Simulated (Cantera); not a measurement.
# Metals in furnace atmospheres: Fe + CO2 + CO + NH3

Input: 1 mol Fe, 3 mol CO2, 61 mol CO, a varied amount of NH3, at 1123.15 K and 1.00 bar.

Cantera equilibrium calculation (NASA polynomials, part measured and part estimated; ideal gas, pure solids and liquids). Candidate condensed phases: C, C6H6, C7H8, C8H18, Fe, Fe(CO)5, FeO, Fe(OH)2, Fe(OH)3, Fe2O3, Fe3O4, H2O; 140 gas species. Condensed phases not in the tables: cementite and carbon dissolved in iron. The numbers say what is thermodynamically allowed, not how fast it happens.

From 0.22 mol NH3 to 8 mol NH3 the condensed part is C(graphite) + Fe(α).

```json
[
 {"n(NH3) (mol)": "0.22", "x CO": "0.940", "x H2": "0.00485", "x CO2": "0.0532", "x N2": "0.00172", "x H2O": "0.000300", "x CH4": "6.90e-7", "n C(graphite)": "0.426", "n Fe(α)": "1.00"},
 {"n(NH3) (mol)": "0.34", "x CO": "0.937", "x H2": "0.00747", "x CO2": "0.0528", "x N2": "0.00265", "x H2O": "0.000461", "x CH4": "1.64e-6", "n C(graphite)": "0.425", "n Fe(α)": "1.00"},
 {"n(NH3) (mol)": "0.53", "x CO": "0.931", "x H2": "0.0116", "x CO2": "0.0522", "x N2": "0.00410", "x H2O": "0.000710", "x CH4": "3.93e-6", "n C(graphite)": "0.423", "n Fe(α)": "1.00"},
 {"n(NH3) (mol)": "0.84", "x CO": "0.923", "x H2": "0.0182", "x CO2": "0.0513", "x N2": "0.00644", "x H2O": "0.00111", "x CH4": "9.69e-6", "n C(graphite)": "0.420", "n Fe(α)": "1.00"},
 {"n(NH3) (mol)": "1.3", "x CO": "0.911", "x H2": "0.0278", "x CO2": "0.0500", "x N2": "0.00982", "x H2O": "0.00166", "x CH4": "2.26e-5", "n C(graphite)": "0.415", "n Fe(α)": "1.00"},
 {"n(NH3) (mol)": "2.1", "x CO": "0.890", "x H2": "0.0438", "x CO2": "0.0477", "x N2": "0.0155", "x H2O": "0.00257", "x CH4": "5.62e-5", "n C(graphite)": "0.407", "n Fe(α)": "1.00"},
 {"n(NH3) (mol)": "3.2", "x CO": "0.864", "x H2": "0.0647", "x CO2": "0.0449", "x N2": "0.0229", "x H2O": "0.00368", "x CH4": "0.000123", "n C(graphite)": "0.394", "n Fe(α)": "1.00"},
 {"n(NH3) (mol)": "5.1", "x CO": "0.821", "x H2": "0.0978", "x CO2": "0.0406", "x N2": "0.0346", "x H2O": "0.00529", "x CH4": "0.000280", "n C(graphite)": "0.369", "n Fe(α)": "1.00"},
 {"n(NH3) (mol)": "8", "x CO": "0.764", "x H2": "0.142", "x CO2": "0.0352", "x N2": "0.0503", "x H2O": "0.00717", "x CH4": "0.000595", "n C(graphite)": "0.324", "n Fe(α)": "1.00"}
]
```
x: gas mole fraction; n: condensed amount in mol.
